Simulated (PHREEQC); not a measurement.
Solution (80 °C): 0.00087 mol H2S, 0.00028 mol HCl and 0.011 mol ZnCl2 per kg of water. Closed to the air; pH follows from the charge balance.

Model: ion-association model, phreeqc.dat, run in PHREEQC.

```json
[
 {"quantity": "pH", "before": "3.02", "after": "3.63"},
 {"quantity": "ionic strength (mol/kgw)", "before": "0.0291", "after": "0.0291"},
 {"quantity": "Cl- (mol/kgw)", "before": "0.0204", "after": "0.0204"},
 {"quantity": "H2S (mol/kgw)", "before": "3.50e-5", "after": "8.69e-6"},
 {"quantity": "HS- (mol/kgw)", "before": "1.27e-8", "after": "1.29e-8"}
]
```

**Question.** What was changed between the two runs?
(A) temperature from 80 to 20 °C
(B) H2S from 0.00087 to 0.000783 mol/kgw
(C) ZnCl2 left out
(D) H2S replaced by NaHS at the same molality
(E) HCl from 0.00028 to 0.000252 mol/kgw

**Answer.** D, H2S replaced by NaHS at the same molality

Precipitation was switched off in this run. Some of these states are supersaturated (in Sphalerite (slow to form), for instance). Constants without temperature data keep their 25 °C values here.
